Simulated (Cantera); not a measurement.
An isothermal, constant-pressure homogeneous reactor starts with CH4 : H2O = 1 : 0.93 (molar parts), at 1223 K and 100000 Pa.

Model: GRI-Mech 3.0 (53 species, 325 reactions), integrated in Cantera.

Q: Predict: x(CH4) at 40.0 s; x(H2O) at 40.0 s; x(C2H6) at 40.0 s; x(H) at 40.0 s.

A: 
| Item | Result |
|---|---|
| x(CH4) at 40.0 s | 0.479 (gas-phase equilibrium 0.0201) |
| x(H2O) at 40.0 s | 0.471 (gas-phase equilibrium 0.00126) |
| x(C2H6) at 40.0 s | 0.000242 (gas-phase equilibrium 4.85e-7) |
| x(H) at 40.0 s | 1.49e-8 (gas-phase equilibrium 2.59e-7) |
